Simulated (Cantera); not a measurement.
Feed: 1 mol Ti, 0.059 mol C3H8, a varied amount of H2, equilibrated at 1902 °C and 2.30 mbar.

Method: chemical equilibrium by Gibbs-energy minimisation in Cantera with the NASA 1993 tables (ideal gas, pure condensed phases). Candidate condensed phases: C, C6H6, C7H8, C8H18, Ti, TiC; 77 gas species. Mutual solubility and eutectic melting of coexisting phases are not modelled. TiC: taken at fixed stoichiometry. Condensed phases not in the tables: N, O or C dissolved in the metal. The numbers say what is thermodynamically allowed, not how fast it happens.

x: gas mole fraction; n: condensed amount in mol.

```json
[
 {"n(H2) (mol)": "2.5", "x H2": "0.869", "x H": "0.0949", "x Ti": "0.0356", "x C2H2 (acetylene)": "8.47e-11", "n Ti(l)": "0.717", "n TiC(s)": "0.177"},
 {"n(H2) (mol)": "4.4", "x H2": "0.869", "x H": "0.0949", "x Ti": "0.0356", "x C2H2 (acetylene)": "8.47e-11", "n Ti(l)": "…", "n TiC(s)": "0.177"},
 {"n(H2) (mol)": "7.7", "x H2": "0.869", "x H": "0.0949", "x Ti": "0.0356", "x C2H2 (acetylene)": "8.47e-11", "n Ti(l)": "0.515", "n TiC(s)": "0.177"},
 {"n(H2) (mol)": "14", "x H2": "0.869", "x H": "0.0949", "x Ti": "0.0356", "x C2H2 (acetylene)": "8.47e-11", "n Ti(l)": "0.270", "n TiC(s)": "0.177"},
 {"n(H2) (mol)": "24", "x H2": "0.874", "x H": "0.0951", "x Ti": "0.0313", "x C2H2 (acetylene)": "1.10e-10", "n Ti(l)": "0", "n TiC(s)": "0.177"},
 {"n(H2) (mol)": "43", "x H2": "0.886", "x H": "0.0958", "x Ti": "…", "x C2H2 (acetylene)": "…", "n Ti(l)": "0", "n TiC(s)": "0.177"},
 {"n(H2) (mol)": "77", "x H2": "0.894", "x H": "0.0962", "x Ti": "0.0100", "x C2H2 (acetylene)": "1.10e-9", "n Ti(l)": "0", "n TiC(s)": "0.177"},
 {"n(H2) (mol)": "140", "x H2": "0.898", "x H": "0.0965", "x Ti": "0.00555", "x C2H2 (acetylene)": "3.60e-9", "n Ti(l)": "0", "n TiC(s)": "0.177"},
 {"n(H2) (mol)": "240", "x H2": "0.900", "x H": "0.0966", "x Ti": "0.00325", "x C2H2 (acetylene)": "1.05e-8", "n Ti(l)": "0", "n TiC(s)": "0.177"}
]
```

Question: Some entries are withheld; supply them.

Answer: 
- 43, x Ti: 0.0178
- 43, x C2H2 (acetylene): 3.46e-10
- 4.4, n Ti(l): 0.643
